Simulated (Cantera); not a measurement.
Input (Python, Cantera) and output of one run.

```python
import numpy as np
import cantera as ct

gas_names = """
    Fe FeO O O2 O3 S SO SO2 SO3 S2 S2O S8
""".split()
cond_names = """
    Fe(a) Fe(c) Fe(d) Fe(L) FeO(s) FeO(L) FeS(a) FeS(b) FeS(c) FeS(L) FeSO4(s) FeS2(s) Fe2O3(s)
    Fe2S3O12(s) Fe3O4(s) S(cr1) S(cr2) S(L)
""".split()


# ... load() reads the species with a 1 bar reference pressure and builds the phases ...
atoms = {
    'FeS': {'Fe': 1, 'S': 1},
    'O2': {'O': 2},
}
top_T = {'FeSO4(s)': 950, 'FeS2(s)': 1010, 'Fe2O3(s)': 1830, 'Fe2S3O12(s)': 1100, 'Fe3O4(s)': 1870}  # K; cautious upper limits of use, not melting points


# ... equilibrate(T, P, feed) seeds the gas with the atoms and calls Mixture.equilibrate('TP', solver="vcs", rtol=1e-11, max_steps=5000) ...
results = []
feed = {'FeS': 1, 'O2': 2.9}  # mol
P = 3900  # Pa
for T in [775, 850, 925, 1000, 1075, 1150, 1225, 1300, 1375, 1450, 1525]:
    mix = equilibrate(T, P, feed)
    results.append((T, P, feed, dict(zip(mix.species_names, mix.species_moles))))

top = {s: max(r[3][s] / sum(r[3][g] for g in gas_names) for r in results) for s in gas_names}
cols = sorted((s for s in top if top[s] > 0.001), key=lambda s: -top[s])[:9]
seen = [c for c in cond_names if any(r[3].get(c, 0) > 1e-12 for r in results)]
print("log10 of partial pressures in bar; condensed amounts in mol")
print(f"{'T/K':>10s}" + "".join(f"{s[:9]:>10s}" for s in cols + seen))
for T, P, feed, n in results:
    ng = sum(n[g] for g in gas_names)
    print(f"{T:10.4g}" + "".join(f"{np.log10(max(n[s] / ng * P / 1e5, 1e-99)):10.3f}" for s in cols)
          + "".join(f"{n.get(c, 0):10.4g}" for c in seen))
```

Output:

```
log10 of partial pressures in bar; condensed amounts in mol
       T/K        O2       SO2       SO3  Fe2O3(s) Fe2S3O12(
       775    -1.415    -4.359    -3.322    0.1696    0.3304
       850    -1.518    -2.608    -2.207    0.2312    0.2688
       925    -1.720    -1.916    -2.106       0.5         0
      1000    -1.700    -1.819    -2.412       0.5         0
      1075    -1.690    -1.778    -2.721       0.5         0
      1150    -1.685    -1.760    -3.009       0.5         0
      1225    -1.683    -1.751    -3.269       0.5         0
      1300    -1.682    -1.747    -3.502       0.5         0
      1375    -1.682    -1.745    -3.710       0.5         0
      1450    -1.681    -1.744    -3.897       0.5         0
      1525    -1.681    -1.743    -4.065       0.5         0
```

Cantera equilibrium calculation (NASA polynomials, part measured and part estimated; ideal gas, pure solids and liquids).
